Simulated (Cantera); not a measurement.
Cantera with NASA thermochemical tables; ideal gases at 1 bar, condensed phases pure. Values are per mole of reaction as written; species without (g) are pure solids or liquids, kept so even where they would boil at 1 bar.

Problem. Between 1400 and 2000 K, where is each reaction favourable under standard conditions?
- KCl(g) → K(g) + Cl(g)

Solution. 
- KCl(g) → K(g) + Cl(g): ΔG° is 298 kJ at 1400 K and 240 kJ at 2000 K; it stays positive (K < 1). ΔH° is 433 kJ and ΔS° 96 J/K at 2000 K.
